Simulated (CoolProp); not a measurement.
Vapour-liquid equilibrium of R114 (1) + n-pentane (2) at 0.0945 MPa; x and y are mole fractions of (1).

Values from CoolProp's multi-fluid Helmholtz-energy mixture model, Platzer 1990 and Thol 2019; pair parameters Bell 2016. This equation is an older, rougher fit; its heat capacities, sound speeds and derivatives of the liquid may be far off and weren't checked against measurements.

| x | bubble temperature (°C) | y at the bubble point | dew temperature at overall composition x (°C) | liquid density (mol/L) |
|---|---|---|---|---|
| 0.05 | 28.9 | 0.199 | 32.8 | 8.542 |
| 0.125 | 23.1 | ? | 30.9 | 8.608 |
| 0.2 | 18.7 | ? | 28.9 | 8.656 |
| 0.275 | 15.4 | 0.615 | 26.8 | ? |
| 0.35 | 12.8 | 0.679 | 24.6 | 8.718 |
| 0.425 | 10.7 | ? | 22.2 | 8.740 |
| 0.5 | 9.0 | 0.770 | 19.6 | 8.760 |
| 0.575 | 7.5 | ? | 16.9 | 8.778 |
| 0.65 | 6.3 | 0.838 | 13.9 | 8.796 |
| 0.725 | 5.2 | 0.869 | 10.9 | 8.816 |
| 0.8 | 4.2 | 0.901 | 7.8 | 8.838 |
| 0.875 | 3.2 | 0.934 | 5.0 | 8.863 |
| 0.95 | 2.3 | 0.972 | 2.8 | 8.891 |

**Question.** Complete the blanks.

**Answer.** 
- 0.125, y at the bubble point: 0.398
- 0.2, y at the bubble point: 0.526
- 0.275, liquid density (mol/L): 8.691
- 0.425, y at the bubble point: 0.729
- 0.575, y at the bubble point: 0.806

No azeotrope shows between x = 0.05 and 0.95.

The pair parameters rest on a limited set of measurements; away from them the model extrapolates.
